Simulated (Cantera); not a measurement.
# Equilibrium for boron, boron nitride and boron oxide: B2O3 + H2O + H2

Charge: 1 mol B2O3, 8.2 mol H2O, 18 mol H2, held at 1150 K and 2300 Pa.

Cantera equilibrium calculation (NASA polynomials, part measured and part estimated; ideal gas, pure solids and liquids). Candidate condensed phases: B, B2O3, B3O3H3, H2O; 23 gas species. Gases not in the tables: H3BO3. Equilibrium is a limit: real reactors are often held back by kinetics, nucleation or transport.

```json
{
  "x(H2)": "0.687",
  "x(H2O)": "0.312",
  "x(HBO2)": "0.00145",
  "x((HBO2)3)": "0.000374",
  "n(B2O3(l))": "0.966 mol",
  "gas_amount": "26.21 mol",
  "log10 activity of B(s) (absent)": "-9.33",
  "log10 activity of B3O3H3(s) (absent)": "-18.04"
}
```
